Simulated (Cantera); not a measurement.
Mixture: H2 : O2 : N2 : NO = 1 : 1.16 : 3.37 : 0.011 (molar parts), at 0.340 bar, adiabatic and at constant volume. Ignition delay is the time to a rise of 400 K.

Model: GRI-Mech 3.0 (53 species, 325 reactions), integrated in Cantera. The mechanism lacks 2 NO + O2 → 2 NO2 and HONO, so NO2 and the effect of NO are under-described below about 1400 K. Where the delays flatten at high temperature, the 400 K rule measures the pace of heat release, not the induction time.

Problem. What does this change do: 0.094 parts CO2 added?

Solution. 
| quantity | before | after |
|---|---|---|
| delay at 1200 K | 0.128 ms | 0.131 ms |
| delay at 1250 K | 0.108 ms | 0.111 ms |
| delay at 1300 K | 94.7 µs | 98.0 µs |
| delay at 1350 K | 86.2 µs | 89.7 µs |
| delay at 1400 K | 81.1 µs | 85.0 µs |
| delay at 1450 K | 78.6 µs | 83.0 µs |
| delay at 1500 K | 78.3 µs | 83.3 µs |
